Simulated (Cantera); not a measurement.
Feed: 1 mol CS2, 0.005 mol SO2, at 3202 °C and 10.0 mbar.

Equilibrium computed with Cantera from the NASA thermochemical tables; the gas is ideal and each condensed phase is pure. Candidate condensed phases: C, S; 22 gas species. The numbers say what is thermodynamically allowed, not how fast it happens.

Base state: S 0.504, CS 0.476, C 0.0102, CO 0.00493, S2 0.00360, C2 0.000445, CS2 0.000442, C3 0.000163 (mole fractions); condensed: gas only.

What changes in the equilibrium state with this change: temperature from 3202 °C to 2700 °C?


| species | before | after |
|---|---|---|
| CS | 0.476 | 0.506 |
| S | 0.504 | 0.447 |
| S2 | 0.00360 | 0.0365 |
| C | 0.0102 | 0.000169 |
| C2 | 0.000445 | 4.40e-6 |
| C3 | 0.000163 | 1.88e-6 |
| CS2 | 0.000442 | 0.00521 |
| CO | 0.00493 | 0.00517 |

What changes in the equilibrium state with this change: SO2 from 0.005 to 0.75 mol?


| species | before | after |
|---|---|---|
| S | 0.504 | 0.632 |
| CO | 0.00493 | 0.242 |
| O | 4.49e-8 | 0.0974 |
| CS | 0.476 | 1.35e-5 |
| SO | 8.13e-9 | 0.0221 |
| C | 0.0102 | 2.29e-7 |
| C2 | 0.000445 | <1e-9 |
| O2 | <1e-9 | 0.000443 |
| CO2 | <1e-9 | 0.000346 |
